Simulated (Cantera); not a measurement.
Feed: 1 mol V2O3, 210 mol H2, 0.24 mol H2O, held at 1.30 mbar.

Cantera equilibrium calculation (NASA polynomials, part measured and part estimated; ideal gas, pure solids and liquids). Candidate condensed phases: H2O, V, VO, V2O3, V2O4, V2O5; 12 gas species. Mutual solubility and eutectic melting of coexisting phases are not modelled. VO: taken at fixed stoichiometry. Condensed phases not in the tables: the oxides between V2O3 and V2O5 other than VO2. Equilibrium is a limit: real reactors are often held back by kinetics, nucleation or transport.

**Question.** At 1498 K, list the 3 most abundant gas species with their mole fractions, and the condensed phases.

**Answer.** H2 0.996, H2O 0.00360, H 0.000476. Condensed: VO(s) + V2O3(s).
